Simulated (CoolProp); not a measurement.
R365MFC at several states: Z from the reference equation and from simpler models built on Tc = 460.0 K, pc = 3.266 MPa, ω = 0.377; each cubic takes its own stable root.

Values from CoolProp's reference Helmholtz-energy equation of state, Lemmon 2016.

```
T (K)  p (MPa)   phase  reference  van der Waals  Redlich-Kwong  Soave-Redlich-Kwong  Peng-Robinson
-----  -------  ------  ---------  -------------  -------------  -------------------  -------------
249.8    0.891  liquid    0.04681            [?]        0.05295              0.05094            [?]
365.3   0.0179     gas     0.9957         0.9972         0.9964               0.9960         0.9957
296      0.573  liquid    0.02730        0.04555        0.03110              0.02953        0.02615
258.8     1.01  liquid    0.05188        0.08655            [?]              0.05635        0.05005
402.6    0.915     gas     0.8126         0.8710            [?]                  [?]         0.8142
```

### Question
Complete the blanks.

### Answer

- 249.8, van der Waals: 0.07823
- 249.8, Peng-Robinson: 0.04527
- 258.8, Redlich-Kwong: 0.05870
- 402.6, Redlich-Kwong: 0.8419
- 402.6, Soave-Redlich-Kwong: 0.8260
